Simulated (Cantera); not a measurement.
A perfectly stirred reactor is fed with 2.63 % H2, 97.4 % O2, equivalence ratio 0.013, at 2.48 Torr; it is held at 1075 K, and followed from long to short residence time.

Detailed kinetics in Cantera: GRI-Mech 3.0 (53 species, 325 reactions). Radical loss at walls, strong at low pressure, is not modelled.

x: mole fraction; the columns are a selection and need not sum to one.

| τ (s) | x H2 | x O2 | x O | x H2O2 | x HO2 | x H | x H2O |
|---|---|---|---|---|---|---|---|
| 0.38 | 0.000547 | 0.960 | 0.0117 | [?] | 8.14e-7 | 0.00210 | 0.0242 |
| 0.21 | 0.000792 | 0.958 | 0.0133 | [?] | 8.74e-7 | 0.00275 | 0.0235 |
| 0.12 | 0.00115 | 0.957 | 0.0142 | [?] | 9.27e-7 | 0.00336 | 0.0227 |
| 0.065 | 0.00178 | 0.956 | 0.0144 | [?] | 9.81e-7 | 0.00397 | 0.0216 |
| 0.036 | 0.00278 | 0.957 | 0.0138 | [?] | 1.02e-6 | 0.00443 | 0.0203 |
| 0.020 | 0.00437 | 0.958 | 0.0126 | [?] | 1.05e-6 | 0.00465 | 0.0184 |
| 0.011 | 0.00691 | 0.959 | 0.0108 | [?] | 1.06e-6 | 0.00448 | 0.0159 |
| 0.0062 | 0.0106 | 0.962 | 0.00848 | [?] | 1.02e-6 | 0.00379 | 0.0125 |
| 0.0035 | 0.0158 | 0.966 | 0.00558 | [?] | 9.40e-7 | 0.00249 | 0.00817 |
| 0.0019 | 0.0230 | 0.971 | 0.00179 | [?] | 7.20e-7 | 0.000686 | 0.00249 |

Q: What belongs in the gaps?

A: 
- 0.38, x H2O2: 1.64e-8
- 0.21, x H2O2: 1.83e-8
- 0.12, x H2O2: 2.13e-8
- 0.065, x H2O2: 2.61e-8
- 0.036, x H2O2: 3.27e-8
- 0.020, x H2O2: 4.09e-8
- 0.011, x H2O2: 4.95e-8
- 0.0062, x H2O2: 5.39e-8
- 0.0035, x H2O2: 4.57e-8
- 0.0019, x H2O2: 1.16e-8
